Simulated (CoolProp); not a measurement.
Vapour-liquid equilibrium of R245fa (1) + isopentane (2) at 126 kPa; x and y are mole fractions of (1).

The numbers come from the multi-fluid Helmholtz-energy mixture model, Akasaka 2015 and Lemmon 2006; pair parameters Bell 2016 in CoolProp.

Q: Give the bubble temperature and the first vapour's composition at x = 0.15, 0.35, 0.55. Is there an azeotrope?

A: x = 0.15: 19.7 °C, y = 0.464; x = 0.35: 14.2 °C, y = 0.616; x = 0.55: 13.4 °C, y = 0.651. y crosses x between x = 0.65 and 0.75: the model has an azeotrope there.

Pair parameters are fitted to limited data, so mixtures are less certain than the pure fluids. With so large a gap from Raoult's law the liquid may split in two, which this calculation doesn't test in full.
